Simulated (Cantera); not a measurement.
Mixture: CH4 : H2 : O2 : N2 = 1 : 0.25 : 2.15 : 8.07 (molar parts), equivalence ratio 0.99, at 1.01 bar, adiabatic and at constant volume. Ignition delay is the time to a rise of 400 K.

Model: GRI-Mech 3.0 (53 species, 325 reactions), integrated in Cantera.

### Question
Predict: delay at 1150 K; delay at 1250 K; delay at 1350 K; delay at 1450 K; delay at 1550 K; delay at 1650 K; delay at 1750 K; apparent activation energy between 1550 and 1750 K.

### Answer
| Item | Value |
|---|---|
| delay at 1150 K | 9.31 ms |
| delay at 1250 K | 3.46 ms |
| delay at 1350 K | 1.36 ms |
| delay at 1450 K | 0.589 ms |
| delay at 1550 K | 0.285 ms |
| delay at 1650 K | 0.152 ms |
| delay at 1750 K | 86.8 µs |
| apparent activation energy between 1550 and 1750 K | 130 kJ/mol |
